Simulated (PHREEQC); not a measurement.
Dissolve 0.0032 mol CaSO4, 0.0021 mol Na2SO4 and 0.019 mol MgSO4 per kg of water at 25 °C. Closed to the air; pH follows from the charge balance.

Computed with PHREEQC (ion-association model, wateq4f.dat).

Question: The ionic strength comes out as 0.0583 mol/kgw. What activity coefficients do Mg+2, Ca+2, Na+, NaSO4-, SO4-2 get?

Answer: Mg+2 0.47, Ca+2 0.45, Na+ 0.81, NaSO4- 0.82, SO4-2 0.44.

This is a speciation only: nothing precipitates in the calculation.
